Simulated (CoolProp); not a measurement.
Vapour-liquid equilibrium of CH2F2 (R32) (1) + R1234yf (2) at 8.65 kPa; x and y are mole fractions of (1).

The numbers come from the multi-fluid Helmholtz-energy mixture model, Tillner-Roth 1997 and Lemmon 2022; pair parameters Bell 2023 in CoolProp.

```csv
x,bubble temperature (K),y at the bubble point,dew temperature at overall composition x (K),liquid density (mol/L)
0.05,196.3,0.245,198.9,12.47
0.2,190.0,0.598,196.9,13.65
0.35,186.8,0.735,194.7,14.98
0.5,185.1,0.802,192.0,16.55
0.65,184.1,0.846,188.9,18.48
0.8,183.4,0.890,185.2,20.90
0.95,182.9,0.961,183.0,24.03
```

No azeotrope shows between x = 0.05 and 0.95.

Pair parameters are fitted to limited data, so mixtures are less certain than the pure fluids.
